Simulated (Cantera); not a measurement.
Input (Python, Cantera) and output of one run.

```python
import numpy as np
import cantera as ct

gas_names = """
    AL ALH ALN AL2 H H2 N NH NH2 NH3 N2 N2H2 N2H4
""".split()
cond_names = """
    AL(cr) AL(L) ALN(s)
""".split()


# ... load() reads the species with a 1 bar reference pressure and builds the phases ...
atoms = {
    'AlN': {'AL': 1, 'N': 1},
    'H2': {'H': 2},
}
top_T = {'ALN(s)': 2750}  # K; cautious upper limits of use, not melting points


# ... equilibrate(T, P, feed) seeds the gas with the atoms and calls Mixture.equilibrate('TP', solver="vcs", rtol=1e-11, max_steps=5000) ...
results = []
feed = {'AlN': 1, 'H2': 0.47}  # mol
P = 15000  # Pa
for T in [1423, 1573, 1723, 1873, 2023, 2173, 2323, 2473, 2623, 2773]:
    mix = equilibrate(T, P, feed)
    results.append((T, P, feed, dict(zip(mix.species_names, mix.species_moles))))

top = {s: max(r[3][s] / sum(r[3][g] for g in gas_names) for r in results) for s in gas_names}
cols = sorted((s for s in top if top[s] > 0.0001), key=lambda s: -top[s])[:9]
seen = [c for c in cond_names if any(r[3].get(c, 0) > 1e-12 for r in results)]
print("log10 of partial pressures in bar; condensed amounts in mol")
print(f"{'T/K':>10s}" + "".join(f"{s[:9]:>10s}" for s in cols + seen))
for T, P, feed, n in results:
    ng = sum(n[g] for g in gas_names)
    print(f"{T:10.4g}" + "".join(f"{np.log10(max(n[s] / ng * P / 1e5, 1e-99)):10.3f}" for s in cols)
          + "".join(f"{n.get(c, 0):10.4g}" for c in seen))
```

It prints:

```
log10 of partial pressures in bar; condensed amounts in mol
       T/K        H2        AL        N2         H       ALH       AL2    ALN(s)
      1423    -0.824    -7.576    -7.668    -5.590    -7.769   -13.836         1
      1573    -0.824    -6.064    -6.233    -4.803    -6.512   -11.416         1
      1723    -0.824    -4.824    -5.039    -4.151    -5.483    -9.437    0.9999
      1873    -0.825    -3.790    -4.032    -3.603    -4.627    -7.789    0.9994
      2023    -0.832    -2.914    -3.173    -3.137    -3.905    -6.395    0.9957
      2173    -0.863    -2.162    -2.432    -2.748    -3.299    -5.201    0.9749
      2323    -1.009    -1.510    -1.789    -2.468    -2.833    -4.165    0.8476
      2473    -1.485    -1.133    -1.422    -2.394    -2.794    -3.649         0
      2623    -1.512    -1.136    -1.428    -2.132    -2.898    -3.864         0
      2773    -1.557    -1.142    -1.436    -1.907    -3.005    -4.064         0
```

Equilibrium computed with Cantera from the NASA thermochemical tables; the gas is ideal and each condensed phase is pure.
